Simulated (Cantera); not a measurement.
Charge: 1 mol SiH₂Cl₂, 0.3 mol Cl₂, 16 mol H₂, held at 0.133 bar.

Equilibrium computed with Cantera from the NASA thermochemical tables; the gas is ideal and each condensed phase is pure. Candidate condensed phases: Si; 19 gas species. The tables' values for SiCl₃ are old estimates; treat these amounts as uncertain. The numbers say what is thermodynamically allowed, not how fast it happens.

x: gas mole fraction; n: condensed amount in mol.

```json
[
 {"T (°C)": "827", "x H₂": "0.938", "x HCl": "0.0280", "x SiCl₂": "0.00170", "x SiCl₄": "0.0199", "x SiHCl₃": "0.00986", "x SiCl₃": "0.00156", "x SiH₂Cl₂": "0.000585", "n Si(s)": "0.403"},
 {"T (°C)": "877", "x H₂": "0.931", "x HCl": "0.0374", "x SiCl₂": "0.00330", "x SiCl₄": "0.0171", "x SiHCl₃": "0.00862", "x SiCl₃": "0.00227", "x SiH₂Cl₂": "0.000547", "n Si(s)": "0.434"},
 {"T (°C)": "927", "x H₂": "0.922", "x HCl": "0.0477", "x SiCl₂": "0.00583", "x SiCl₄": "0.0136", "x SiHCl₃": "0.00716", "x SiCl₃": "0.00301", "x SiH₂Cl₂": "?", "n Si(s)": "0.461"},
 {"T (°C)": "977", "x H₂": "0.913", "x HCl": "0.0580", "x SiCl₂": "0.00928", "x SiCl₄": "0.00992", "x SiHCl₃": "0.00556", "x SiCl₃": "0.00359", "x SiH₂Cl₂": "?", "n Si(s)": "0.482"},
 {"T (°C)": "1027", "x H₂": "0.905", "x HCl": "0.0672", "x SiCl₂": "0.0133", "x SiCl₄": "0.00648", "x SiHCl₃": "0.00398", "x SiCl₃": "0.00382", "x SiH₂Cl₂": "?", "n Si(s)": "0.495"},
 {"T (°C)": "1077", "x H₂": "0.898", "x HCl": "0.0743", "x SiCl₂": "0.0173", "x SiCl₄": "0.00378", "x SiHCl₃": "0.00262", "x SiCl₃": "0.00362", "x SiH₂Cl₂": "?", "n Si(s)": "0.499"},
 {"T (°C)": "1127", "x H₂": "0.893", "x HCl": "0.0790", "x SiCl₂": "0.0206", "x SiCl₄": "0.00201", "x SiHCl₃": "0.00161", "x SiCl₃": "0.00313", "x SiH₂Cl₂": "?", "n Si(s)": "0.498"},
 {"T (°C)": "1177", "x H₂": "0.891", "x HCl": "0.0816", "x SiCl₂": "0.0231", "x SiCl₄": "0.00102", "x SiHCl₃": "0.000955", "x SiCl₃": "0.00253", "x SiH₂Cl₂": "?", "n Si(s)": "0.495"},
 {"T (°C)": "1227", "x H₂": "0.889", "x HCl": "0.0829", "x SiCl₂": "0.0248", "x SiCl₄": "0.000504", "x SiHCl₃": "0.000560", "x SiCl₃": "0.00198", "x SiH₂Cl₂": "?", "n Si(s)": "0.489"},
 {"T (°C)": "1277", "x H₂": "0.888", "x HCl": "0.0834", "x SiCl₂": "0.0261", "x SiCl₄": "0.000252", "x SiHCl₃": "0.000331", "x SiCl₃": "0.00154", "x SiH₂Cl₂": "?", "n Si(s)": "0.483"},
 {"T (°C)": "1327", "x H₂": "0.888", "x HCl": "0.0834", "x SiCl₂": "0.0270", "x SiCl₄": "0.000129", "x SiHCl₃": "0.000199", "x SiCl₃": "0.00119", "x SiH₂Cl₂": "?", "n Si(s)": "0.477"}
]
```

Q: Some entries are withheld; supply them.

A: 
- 927, x SiH₂Cl₂: 0.000493
- 977, x SiH₂Cl₂: 0.000423
- 1027, x SiH₂Cl₂: 0.000344
- 1077, x SiH₂Cl₂: 0.000264
- 1127, x SiH₂Cl₂: 0.000194
- 1177, x SiH₂Cl₂: 0.000139
- 1227, x SiH₂Cl₂: 9.89e-5
- 1277, x SiH₂Cl₂: 7.06e-5
- 1327, x SiH₂Cl₂: 5.11e-5
